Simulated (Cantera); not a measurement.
A closed system holds: 1 mol SiCl₄, 0.56 mol Cl₂, 17 mol H₂, 0.0029 mol H₂O, held at 1100000 Pa.

Method: chemical equilibrium by Gibbs-energy minimisation in Cantera with the NASA 1993 tables (ideal gas, pure condensed phases). Candidate condensed phases: H₂O, Si, SiO₂; 30 gas species. The tables' values for SiCl₃ are old estimates; treat these amounts as uncertain. The tables hold silica as quartz up to 1696 K and as liquid above; real silica turns to tridymite and cristobalite and melts near 1996 K. The numbers say what is thermodynamically allowed, not how fast it happens.

x: gas mole fraction; n: condensed amount in mol.

```
T (K)   x H₂   x HCl     x SiCl₄    x SiHCl₃   x SiCl₃     x SiCl₂   x SiH₂Cl₂  n SiO₂(β-quartz)
-----  -----  ------  ----------  ----------  --------  ----------  ----------  ----------------
900    0.883  0.0627      0.0517     0.00207   2.76e-6     7.02e-9     7.85e-6           0.00145
950    0.882  0.0639      0.0506     0.00320   9.08e-6     5.45e-8     2.06e-5           0.00145
1000   0.881  0.0654      0.0491     0.00465   2.60e-5     3.34e-7     4.76e-5           0.00145
1050   0.879  0.0673      0.0472     0.00640   6.60e-5     1.67e-6     9.89e-5           0.00145
1100   0.877  0.0696      0.0451     0.00838  0.000151     7.02e-6    0.000187           0.00145
1150   0.874  0.0721      0.0426  (withheld)  0.000314  (withheld)  (withheld)           0.00145
1200   0.871  0.0751      0.0399      0.0126  0.000600     7.91e-5    0.000521           0.00144
1250   0.868  0.0783      0.0371      0.0146   0.00107    0.000219    0.000784           0.00144
1300   0.864  0.0820      0.0340      0.0163   0.00176    0.000543     0.00111           0.00144
1350   0.860  0.0862  (withheld)      0.0175   0.00273  (withheld)  (withheld)           0.00143
1400   0.855  0.0911      0.0272      0.0181   0.00395     0.00243     0.00181           0.00140
1450   0.850  0.0967      0.0236      0.0179   0.00534     0.00442     0.00210           0.00135
```

**Question.** Some entries are withheld; supply them.

**Answer.** 
- 1350, x SiCl₄: 0.0307
- 1350, x SiCl₂: 0.00121
- 1350, x SiH₂Cl₂: 0.00146
- 1150, x SiHCl₃: 0.0105
- 1150, x SiCl₂: 2.52e-5
- 1150, x SiH₂Cl₂: 0.000324
